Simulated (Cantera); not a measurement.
Cantera run:

```python
import numpy as np
import cantera as ct

gas_names = """
    H HNO HNO2 HNO3 HO2 H2 H2O H2O2 N NH NH2 NH3 NH2OH NO NO2 NO3 N2 N2H2 N2H4 N2O O OH O2 O3 Si SiH
    SiH2 SiH3 SiH4 SiN SiO SiO2 Si2 Si2N Si3
""".split()
cond_names = """
    H2O(s) H2O(L) Si(cr) Si(L) SiO2(Lqz) SiO2(hqz) SiO2(L) Si2N2O(s) Si3N4(a)
""".split()


# ... load() reads the species with a 1 bar reference pressure and builds the phases ...
atoms = {
    'Si3N4': {'Si': 3, 'N': 4},
    'N2O': {'N': 2, 'O': 1},
    'N2': {'N': 2},
    'H2O': {'H': 2, 'O': 1},
}
top_T = {'Si2N2O(s)': 2100, 'Si3N4(a)': 2400}  # K; cautious upper limits of use, not melting points


# ... equilibrate(T, P, feed) seeds the gas with the atoms and calls Mixture.equilibrate('TP', solver="vcs", rtol=1e-11, max_steps=5000) ...
results = []
feed = {'Si3N4': 1, 'N2O': 1.1, 'N2': 1.5, 'H2O': 0.006}  # mol
T = 2023.15  # K
for P in [0.1, 1.5, 22, 320, 4600, 68000, 1000000]:
    mix = equilibrate(T, P, feed)
    results.append((T, P, feed, dict(zip(mix.species_names, mix.species_moles))))

top = {s: max(r[3][s] / sum(r[3][g] for g in gas_names) for r in results) for s in gas_names}
cols = sorted((s for s in top if top[s] > 1e-05), key=lambda s: -top[s])[:5]
seen = [c for c in cond_names if any(r[3].get(c, 0) > 1e-12 for r in results)]
print("log10 of partial pressures in bar; condensed amounts in mol")
print(f"{'P/Pa':>10s}" + "".join(f"{s[:9]:>10s}" for s in cols + seen))
for T, P, feed, n in results:
    ng = sum(n[g] for g in gas_names)
    print(f"{P:10.4g}" + "".join(f"{np.log10(max(n[s] / ng * P / 1e5, 1e-99)):10.3f}" for s in cols)
          + "".join(f"{n.get(c, 0):10.4g}" for c in seen))
```

It prints:

```
log10 of partial pressures in bar; condensed amounts in mol
      P/Pa        N2        Si       SiO       Si2        H2     Si(L) Si2N2O(s)  Si3N4(a)
       0.1    -6.219    -6.604    -6.838   -10.925   -12.163         0         0         0
       1.5    -5.043    -5.429    -5.662    -8.574    -9.822         0         0         0
        22    -3.875    -4.275    -4.493    -6.266    -7.618         0         0         0
       320    -2.597    -4.244    -3.216    -6.205    -5.711     1.783         0         0
      4600    -1.432    -4.244    -2.051    -6.205    -4.377     1.885         0         0
   6.8e+04    -0.172    -4.566    -2.291    -6.847    -2.879         0     1.083    0.2701
     1e+06     0.999    -5.346    -2.681    -8.408    -1.698         0     1.105    0.2629
```

Cantera equilibrium calculation (NASA polynomials, part measured and part estimated; ideal gas, pure solids and liquids). Mutual solubility and eutectic melting of coexisting phases are not modelled. The tables' values for SiN are old estimates; treat these amounts as uncertain.
